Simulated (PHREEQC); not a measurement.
1 kg of water holding 19 mmol/kgw KCl and 29 mmol/kgw K2SO4 is evaporated at 25 °C; the solids stay in contact with the brine. CO2 from the air is kept out. Solids allowed: Arcanite, Misenite, Sylvite. Others were left out.

The series has 28 steps of water left (kg), from 1 to 0.005012.

The numbers come from PHREEQC with the Pitzer model, pitzer.dat.

Question: Which solids form, in which order, and at which step of the series does each first stand?

Answer: Arcanite from water left = 0.05275 kg.
